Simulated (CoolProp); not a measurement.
Values from CoolProp's reference Helmholtz-energy equation of state, Zhou 2012.

Problem. For o-xylene, give the phase and the cp (kJ/(kg K)), speed of sound (m/s), Joule-Thomson coefficient (K/MPa), Prandtl number at 329.9 K and 0.0187 MPa; 382 K and 0.518 MPa; 578.6 K and 0.0155 MPa.

Solution. 
- 329.9 K and 0.0187 MPa: liquid; cp 1.86, speed of sound 1220, Joule-Thomson coefficient -0.421, Prandtl number 7.86
- 382 K and 0.518 MPa: liquid; cp 2.04, speed of sound 1030, Joule-Thomson coefficient -0.345, Prandtl number 6.02
- 578.6 K and 0.0155 MPa: gas; cp 2.18, speed of sound 216, Joule-Thomson coefficient 9.21, Prandtl number 0.687

Viscosity comes from a separate model (Cao 2016). Thermal conductivity comes from a separate model (Mylona 2014).
